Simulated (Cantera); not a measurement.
Mixture: 7.67 % CH₄, 0.468 % C₂H₆, 0.322 % C₃H₈, 13.3 % O₂, 78.3 % N₂, at 560000 Pa, adiabatic and at constant pressure. Ignition delay is the time to a rise of 400 K.

Detailed kinetics in Cantera: GRI-Mech 3.0 (53 species, 325 reactions).

Q: Predict: delay at 1025 K; delay at 1125 K; delay at 1225 K; delay at 1325 K; delay at 1425 K; apparent activation energy between 1325 and 1425 K.

A: 
| Quantity | Value |
|---|---|
| delay at 1025 K | 32.9 ms |
| delay at 1125 K | 9.17 ms |
| delay at 1225 K | 2.70 ms |
| delay at 1325 K | 0.813 ms |
| delay at 1425 K | 0.267 ms |
| apparent activation energy between 1325 and 1425 K | 170 kJ/mol |
